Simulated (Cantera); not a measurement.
**SiHCl₃ + Cl₂ + N₂ (silicon epitaxy and polysilicon growth)**

Input: 1 mol SiHCl₃, a varied amount of Cl₂, 9.9 mol N₂, equilibrated at 0.133 bar.

Cantera equilibrium calculation (NASA polynomials, part measured and part estimated; ideal gas, pure solids and liquids). Candidate condensed phases: NH₄Cl, Si, Si₃N₄; 28 gas species. N₂ is the only nitrogen source here; it is nearly inert below about 1500 K, so the nitride shown seldom forms there in practice. The tables' values for SiCl₃ are old estimates. Equilibrium is a limit: real reactors are often held back by kinetics, nucleation or transport.

Map the stable condensed phases over T = 775, 825, 875, 925, 975, 1025, 1075, 1125, 1175, 1225, 1275, 1325, 1375, 1425 °C and n(Cl₂) in mol = 0.023, 0.035, 0.052, 0.078, 0.12, 0.18, 0.27, 0.4.


```
T in °C \ n(Cl₂) in mol
         0.023 0.035 0.052 0.078  0.12  0.18  0.27   0.4
   1425      A     A     A     A     A     A     A     A
   1375      B     B     B     B     A     A     A     A
   1325      B     B     B     B     B     B     A     A
   1275      B     B     B     B     B     B     B     B
   1225      B     B     B     B     B     B     B     B
   1175      B     B     B     B     B     B     B     B
   1125      B     B     B     B     B     B     B     B
   1075      B     B     B     B     B     B     B     B
   1025      B     B     B     B     B     B     B     B
    975      B     B     B     B     B     B     B     B
    925      B     B     B     B     B     B     B     B
    875      B     B     B     B     B     B     B     B
    825      B     B     B     B     B     B     B     B
    775      B     B     B     B     B     B     B     B
```
A: gas only; B: Si₃N₄.
